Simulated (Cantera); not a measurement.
A closed system holds: 1 mol SiH4, 0.46 mol NO, 8.7 mol N2, equilibrated at 0.00133 bar.

Method: chemical equilibrium by Gibbs-energy minimisation in Cantera with the NASA 1993 tables (ideal gas, pure condensed phases). Candidate condensed phases: H2O, Si, SiO2, Si2N2O, Si3N4; 35 gas species. Mutual solubility and eutectic melting of coexisting phases are not modelled. Kinetics and transport are ignored.

Q: At 1623 K, list the 5 most abundant gas species with their mole fractions, and the condensed phases.

A: N2 0.802, H2 0.190, SiO 0.00762, H 0.000824, Si 6.51e-5. Condensed: Si2N2O(s) + Si3N4(s).
